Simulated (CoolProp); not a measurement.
Properties of octamethyltrisiloxane (MDM) along the isotherm 575 K.

Values from CoolProp's reference Helmholtz-energy equation of state, Thol 2017.

```json
[
 {"p (kPa)": "45.5", "phase": "gas", "density (kg/m³)": "2.274", "isothermal compressibility (1/MPa)": "22.20"},
 {"p (kPa)": "68.6", "phase": "gas", "density (kg/m³)": "3.446", "isothermal compressibility (1/MPa)": "14.80"},
 {"p (kPa)": "103", "phase": "gas", "density (kg/m³)": "5.215", "isothermal compressibility (1/MPa)": "9.939"},
 {"p (kPa)": "156", "phase": "gas", "density (kg/m³)": "?", "isothermal compressibility (1/MPa)": "6.648"},
 {"p (kPa)": "235", "phase": "gas", "density (kg/m³)": "12.28", "isothermal compressibility (1/MPa)": "?"},
 {"p (kPa)": "355", "phase": "gas", "density (kg/m³)": "19.14", "isothermal compressibility (1/MPa)": "3.088"},
 {"p (kPa)": "536", "phase": "gas", "density (kg/m³)": "30.46", "isothermal compressibility (1/MPa)": "2.177"},
 {"p (kPa)": "808", "phase": "gas", "density (kg/m³)": "50.53", "isothermal compressibility (1/MPa)": "1.639"},
 {"p (kPa)": "1220", "phase": "gas", "density (kg/m³)": "95.00", "isothermal compressibility (1/MPa)": "1.550"},
 {"p (kPa)": "1840", "phase": "supercritical", "density (kg/m³)": "365.2", "isothermal compressibility (1/MPa)": "0.6244"},
 {"p (kPa)": "2780", "phase": "supercritical", "density (kg/m³)": "?", "isothermal compressibility (1/MPa)": "0.09836"},
 {"p (kPa)": "4190", "phase": "supercritical", "density (kg/m³)": "489.8", "isothermal compressibility (1/MPa)": "0.04425"},
 {"p (kPa)": "6320", "phase": "supercritical", "density (kg/m³)": "?", "isothermal compressibility (1/MPa)": "0.02454"},
 {"p (kPa)": "9530", "phase": "supercritical", "density (kg/m³)": "557.6", "isothermal compressibility (1/MPa)": "0.01482"},
 {"p (kPa)": "14400", "phase": "supercritical", "density (kg/m³)": "590.1", "isothermal compressibility (1/MPa)": "0.009314"}
]
```

Problem. Fill in the missing entries.

Solution. 
- 156, density (kg/m³): 7.996
- 235, isothermal compressibility (1/MPa): 4.505
- 2780, density (kg/m³): 447.5
- 6320, density (kg/m³): 524.8
